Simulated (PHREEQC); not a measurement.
Solution (25 °C): 0.225 mol NaHCO3 and 0.00055 mol NaOH per kg of water. Closed to the air; pH follows from the charge balance.

All values are PHREEQC results (ion-association model, phreeqc.dat), not measurements.

This is a speciation only: nothing precipitates in the calculation.

### Question
Order these Na species by the share of Na that they hold, largest first: NaHCO3, NaCO3-, Na+.

### Answer
Na+ (93 %), NaHCO3 (5.6 %), NaCO3- (1.1 %)

### Question
Order these C species by the share of C that they hold, largest first: NaHCO3, CO2, HCO3-, NaCO3-, CO3-2.

### Answer
HCO3- (91 %), NaHCO3 (5.7 %), CO2 (1.7 %), NaCO3- (1.1 %), CO3-2 (0.89 %)

The pH is 7.93 and the ionic strength 0.212 mol/kgw.
